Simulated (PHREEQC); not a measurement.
Acid rinse or clean

Solution (25 °C): 0.017 mol H2SO4, 0.12 mol ZnSO4 and 0.0037 mol MnSO4 per kg of water. Closed to the air; pH follows from the charge balance.

Computed with PHREEQC (ion-association model, wateq4f.dat).

Each row changes one thing in this solution. Precipitation was switched off in this run.

| case | pH | ionic strength (mol/kgw) | SO4-2 (mol/kgw) | HSO4- (mol/kgw) | Mn+2 (mol/kgw) | MnSO4 (mol/kgw) |
|---|---|---|---|---|---|---|
| as made | 1.92 | 0.257 | 0.0437 | 0.0189 | 0.00232 | 0.00137 |
| H2SO4 from 0.017 to 0.0255 mol/kgw | 1.75 | 0.267 | 0.0438 | 0.0282 | 0.00235 | 0.00135 |
| temperature from 25 to 70 °C | ___ | 0.243 | 0.0404 | 0.0261 | 0.00187 | 0.00183 |
| ZnSO4 left out | 1.69 | ___ | 0.00911 | ___ | 0.00264 | 0.00106 |
| MnSO4 from 0.0037 to 0.0185 mol/kgw | 1.95 | 0.286 | 0.0488 | 0.0195 | 0.0115 | 0.00702 |

Problem. What belongs in the gaps?

Solution. 
- temperature from 25 to 70 °C, pH: 2.21
- ZnSO4 left out, ionic strength (mol/kgw): 0.0405
- ZnSO4 left out, HSO4- (mol/kgw): 0.0105

Away from 25 °C the constants follow the database's enthalpies or fits; those with neither stay at their 25 °C values.
